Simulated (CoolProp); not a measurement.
Vapour-liquid equilibrium of fluoroethane (R161) (1) + R227EA (2) at -57.25 °C; x and y are mole fractions of (1).

The numbers come from the multi-fluid Helmholtz-energy mixture model, Wu 2012 and Lemmon 2016; pair parameters Bell 2016 in CoolProp.

Question: Give the bubble pressure and the first vapour's composition at x = 0.05, 0.65, 0.8. Is there an azeotrope?

Answer: x = 0.05: 0.01162 MPa, y = 0.068; x = 0.65: 0.02614 MPa, y = 0.890; x = 0.8: 0.03107 MPa, y = 0.950. No azeotrope shows between x = 0.05 and 0.95.

Pair parameters are fitted to limited data, so mixtures are less certain than the pure fluids.
